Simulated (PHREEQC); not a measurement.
Solution (20 °C): 0.004 mol KH2PO4 per kg of water. Closed to the air; pH follows from the charge balance.

All values are PHREEQC results (ion-association model, phreeqc.dat), not measurements.

Each row changes one thing in this solution. No solid was allowed to form.

| case | pH | ionic strength (mol/kgw) | HPO4-2 (mol/kgw) | H3PO4 (mol/kgw) | KHPO4- (mol/kgw) |
|---|---|---|---|---|---|
| as made | 4.86 | 0.00404 | 2.14e-5 | 7.03e-6 | 1.28e-7 |
| KH2PO4 from 0.004 to 0.02 mol/kgw | 4.64 | 0.0201 | 7.87e-5 | 5.48e-5 | 1.78e-6 |
| diluted 100-fold with water | ? | 4.31e-5 | ? | ? | 1.17e-10 |
| KH2PO4 from 0.004 to 0.0044 mol/kgw | 4.85 | 0.00444 | 2.30e-5 | 7.99e-6 | ? |
| KH2PO4 from 0.004 to 0.04 mol/kgw | 4.57 | 0.0402 | ? | 0.000124 | 5.71e-6 |

Task: Fill in the missing entries.

Result: 
- diluted 100-fold with water, pH: 5.81
- diluted 100-fold with water, HPO4-2 (mol/kgw): 1.55e-6
- diluted 100-fold with water, H3PO4 (mol/kgw): 8.11e-9
- KH2PO4 from 0.004 to 0.0044 mol/kgw, KHPO4- (mol/kgw): 1.49e-7
- KH2PO4 from 0.004 to 0.04 mol/kgw, HPO4-2 (mol/kgw): 0.000150
